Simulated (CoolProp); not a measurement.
Computed with CoolProp (reference Helmholtz-energy equation of state, Jacobsen 1992).

**Question.** For R11, give the phase and the expansivity (1/kK), viscosity (µPa s), conductivity (mW/(m K)) at 453 K and 2.54 MPa; 471.8 K and 2.54 MPa; 490.6 K and 2.54 MPa.

**Answer.** 
- 453 K and 2.54 MPa: gas; expansivity 6.62, viscosity 16.6, conductivity 17.3
- 471.8 K and 2.54 MPa: gas; expansivity 5.02, viscosity 17.2, conductivity 17.4
- 490.6 K and 2.54 MPa: gas; expansivity 4.15, viscosity 17.8, conductivity 17.8

Viscosity comes from a separate model (Klein 1997), an estimate that may be off by 10 % or more. Thermal conductivity comes from a separate model (McLinden 2000), an estimate that may be off by 10 % or more.
